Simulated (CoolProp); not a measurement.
Vapour-liquid equilibrium of carbon dioxide (1) + n-butane (2) at -28.25 °C; x and y are mole fractions of (1).

Values from CoolProp's multi-fluid Helmholtz-energy mixture model, Span 1996 and Bücker 2006; pair parameters Kunz 2012.

```tsv
x	bubble pressure (MPa)	y at the bubble point	dew pressure at overall composition x (MPa)	liquid density (mol/L)
0.05	0.1910	0.838	0.03237	10.89
0.125	0.4210	0.927	0.03517	11.06
0.2	0.6202	0.950	0.03850	11.34
0.275	0.7798	0.961	0.04252	11.74
0.35	0.9012	0.967	0.04746	12.25
0.425	0.9913	0.971	0.05368	12.88
0.5	1.060	0.973	0.06176	13.65
0.575	1.115	0.975	0.07268	14.57
0.65	1.166	0.977	0.08827	15.67
0.725	1.219	0.980	0.1124	16.98
0.8	1.279	0.983	0.1545	18.54
0.875	1.351	0.987	0.2473	20.40
0.95	1.440	0.994	0.6142	22.60
```

No azeotrope shows between x = 0.05 and 0.95.

Pair parameters are fitted to limited data, so mixtures are less certain than the pure fluids. With so large a gap from Raoult's law the liquid may split in two, which this calculation doesn't test in full.
